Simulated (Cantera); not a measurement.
Equilibrium for silicon carbide growth: SiHCl₃ + CH₄ + H₂

Feed: 1 mol SiHCl₃, 1 mol CH₄, 850 mol H₂, at 2023 K.

Equilibrium computed with Cantera from the NASA thermochemical tables; the gas is ideal and each condensed phase is pure. Candidate condensed phases: C, C₆H₆, C₇H₈, C₈H₁₈, Si, SiC; 109 gas species. Gases not in the tables: Si₂H₆ and higher silanes. The numbers say what is thermodynamically allowed, not how fast it happens.

```json
[
 {"P (Pa)": "100", "x H₂": "0.937", "x H": "0.0581", "x HCl": "0.00325", "x Si": "0.00106", "x C₂H₂ (acetylene)": "0.000531", "x Cl": "0.000150", "x CH₄": "2.79e-7", "x SiH₂": "2.11e-6", "n SiC(s)": "0"},
 {"P (Pa)": "270", "x H₂": "0.959", "x H": "0.0358", "x HCl": "0.00335", "x Si": "0.00103", "x C₂H₂ (acetylene)": "0.000533", "x Cl": "9.27e-5", "x CH₄": "7.83e-7", "x SiH₂": "5.68e-6", "n SiC(s)": "0"},
 {"P (Pa)": "720", "x H₂": "0.973", "x H": "0.0221", "x HCl": "0.00340", "x Si": "0.000708", "x C₂H₂ (acetylene)": "0.000385", "x Cl": "5.73e-5", "x CH₄": "1.81e-6", "x SiH₂": "1.05e-5", "n SiC(s)": "0.288"},
 {"P (Pa)": "1900", "x H₂": "0.982", "x H": "0.0137", "x HCl": "0.00344", "x Si": "0.000364", "x C₂H₂ (acetylene)": "0.000211", "x Cl": "3.55e-5", "x CH₄": "3.59e-6", "x SiH₂": "1.44e-5", "n SiC(s)": "0.617"},
 {"P (Pa)": "5200", "x H₂": "0.988", "x H": "0.00828", "x HCl": "0.00346", "x Si": "0.000180", "x C₂H₂ (acetylene)": "0.000116", "x Cl": "2.15e-5", "x CH₄": "7.34e-6", "x SiH₂": "1.97e-5", "n SiC(s)": "0.788"},
 {"P (Pa)": "14000", "x H₂": "0.991", "x H": "0.00505", "x HCl": "0.00347", "x Si": "8.88e-5", "x C₂H₂ (acetylene)": "6.59e-5", "x Cl": "1.32e-5", "x CH₄": "1.50e-5", "x SiH₂": "2.62e-5", "n SiC(s)": "0.870"},
 {"P (Pa)": "37000", "x H₂": "0.993", "x H": "0.00311", "x HCl": "0.00348", "x Si": "4.43e-5", "x C₂H₂ (acetylene)": "3.81e-5", "x Cl": "8.10e-6", "x CH₄": "3.02e-5", "x SiH₂": "3.45e-5", "n SiC(s)": "0.906"},
 {"P (Pa)": "100000", "x H₂": "0.994", "x H": "0.00189", "x HCl": "0.00348", "x Si": "2.28e-5", "x C₂H₂ (acetylene)": "1.97e-5", "x Cl": "4.92e-6", "x CH₄": "5.88e-5", "x SiH₂": "4.81e-5", "n SiC(s)": "0.913"}
]
```
x: gas mole fraction; n: condensed amount in mol.

From 100 Pa to 270 Pa nothing is condensed. From 720 Pa to 100000 Pa the condensed part is SiC(s). The main Si-bearing gas is Si at 100 Pa and SiH₂ at 100000 Pa.
